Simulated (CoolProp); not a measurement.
Vapour-liquid equilibrium of carbon dioxide (1) + carbonyl sulfide (2) at 277.5 K; x and y are mole fractions of (1).

The numbers come from the multi-fluid Helmholtz-energy mixture model, Span 1996 and Lemmon 2006; pair parameters Bell 2016 in CoolProp.

```
x     bubble pressure (MPa)  y at the bubble point  dew pressure at overall composition x (MPa)  liquid density (mol/L)
----  ---------------------  ---------------------  -------------------------------------------  ----------------------
0.05                 0.9840                  0.257                                       0.7767                   17.57
0.15                  1.420                  0.502                                       0.8654                   17.86
0.25                  1.791                  0.623                                       0.9756                   18.14
0.35                  2.114                  0.698                                        1.116                   18.41
0.45                  2.403                  0.753                                        1.299                   18.68
0.55                  2.672                  0.799                                        1.549                   18.95
0.65                  2.933                  0.840                                        1.897                   19.23
0.75                  3.197                  0.881                                        2.383                   19.53
0.85                  3.469                  0.925                                        2.996                   19.85
0.95                  3.755                  0.973                                        3.620                   20.24
```

No azeotrope shows between x = 0.05 and 0.95.

The pair parameters rest on a limited set of measurements; away from them the model extrapolates.
